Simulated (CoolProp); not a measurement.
Saturation properties of ammonia.

Computed with CoolProp (reference Helmholtz-energy equation of state, Gao 2020).

```json
[
 {"T (K)": "307.8", "p (MPa)": "1.336", "surface tension (mN/m)": "18.3", "liquid viscosity (µPa s)": "120", "liquid conductivity (mW/(m K))": "459"},
 {"T (K)": "311.8", "p (MPa)": "1.497", "surface tension (mN/m)": "17.4", "liquid viscosity (µPa s)": "116", "liquid conductivity (mW/(m K))": "448"},
 {"T (K)": "315.8", "p (MPa)": "1.672", "surface tension (mN/m)": "16.5", "liquid viscosity (µPa s)": "(withheld)", "liquid conductivity (mW/(m K))": "437"},
 {"T (K)": "319.8", "p (MPa)": "1.862", "surface tension (mN/m)": "15.6", "liquid viscosity (µPa s)": "107", "liquid conductivity (mW/(m K))": "(withheld)"},
 {"T (K)": "323.8", "p (MPa)": "2.067", "surface tension (mN/m)": "14.7", "liquid viscosity (µPa s)": "103", "liquid conductivity (mW/(m K))": "415"},
 {"T (K)": "327.8", "p (MPa)": "2.290", "surface tension (mN/m)": "13.9", "liquid viscosity (µPa s)": "99.4", "liquid conductivity (mW/(m K))": "(withheld)"},
 {"T (K)": "331.8", "p (MPa)": "2.529", "surface tension (mN/m)": "13.0", "liquid viscosity (µPa s)": "95.7", "liquid conductivity (mW/(m K))": "393"},
 {"T (K)": "335.8", "p (MPa)": "2.788", "surface tension (mN/m)": "12.2", "liquid viscosity (µPa s)": "92.2", "liquid conductivity (mW/(m K))": "383"}
]
```

Q: What belongs in the gaps?

A: 
- 315.8, liquid viscosity (µPa s): 111
- 319.8, liquid conductivity (mW/(m K)): 426
- 327.8, liquid conductivity (mW/(m K)): 404

It boils at 239.8 K under 1 atm.

Viscosity comes from a separate model (Fenghour 1995). Thermal conductivity comes from a separate model (Tufeu 1984). Surface tension comes from a separate correlation (Mulero 2012).
